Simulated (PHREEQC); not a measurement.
Consider water at 40 °C with 1.4 mmol/kgw FeCl3, 115 mmol/kgw H2SO4 and 1.4 mmol/kgw Na2SO4. Closed to the air; pH follows from the charge balance.

The numbers come from PHREEQC with the ion-association model, phreeqc.dat.

No solid was allowed to form.

Q: Predict the pH, specific conductance.

A: pH 0.98; specific conductance 58300 µS/cm.

Q: In which forms is Fe present?

A: FeSO4+ 53 %, FeHSO4+2 36 %, Fe(SO4)2- 6.3 %, Fe+3 3.7 % of the Fe.

Examples of supersaturated solids here: Hematite (slow to form). Others may be too. Species that the database lacks are ignored. At this temperature some constants are extrapolated from 25 °C, and those without enthalpy data are left unchanged.
